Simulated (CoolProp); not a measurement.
The numbers come from the reference Helmholtz-energy equation of state, Lemmon 2006 in CoolProp. It is a short technical equation, of lower accuracy than the large ones.

**Question.** For C3F8 (R218), give the phase and the cp (kJ/(kg K)), cv (kJ/(kg K)), Joule-Thomson coefficient (K/MPa), Prandtl number at 207.3 K and 3.39 MPa; 220.3 K and 3.39 MPa; 324.5 K and 3.39 MPa.

**Answer.** 
- 207.3 K and 3.39 MPa: liquid; cp 0.910, cv 0.634, Joule-Thomson coefficient -0.370, Prandtl number 10.0
- 220.3 K and 3.39 MPa: liquid; cp 0.934, cv 0.658, Joule-Thomson coefficient -0.339, Prandtl number 8.44
- 324.5 K and 3.39 MPa: liquid; cp 1.26, cv 0.839, Joule-Thomson coefficient 0.666, Prandtl number 3.78

Viscosity comes from a separate model (Huber 2003), an estimate that may be off by 10 % or more. Thermal conductivity comes from a separate model (Huber 2003), an estimate that may be off by 10 % or more.
